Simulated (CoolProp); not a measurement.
R123 at 412.19 K and 6.34 MPa flows at 16 m/s in a round tube of 20 mm bore and 45 µm roughness, fully developed (64/Re and Nu = 3.66 if laminar; Colebrook and Gnielinski if turbulent). Each further row changes one setting.

Computed with CoolProp (reference Helmholtz-energy equation of state, Younglove 1994). It is a modified Benedict-Webb-Rubin equation, recast in Helmholtz form.

```
case             Reynolds number  Darcy friction factor  pressure drop (Pa/m)  heat-transfer coefficient (W/(m² K))  mass flow (kg/h)
---------------  ---------------  ---------------------  --------------------  ------------------------------------  ----------------
as stated                2490000                 0.0242                180000                                 36000             21000
velocity 32 m/s          4990000                 0.0242                718000                                 72000             41900
diameter 40 mm           4990000                 0.0203                 75200                                 31400             83900
```

Viscosity comes from a separate model (Tanaka 1996). Thermal conductivity comes from a separate model (Laesecke 1996).
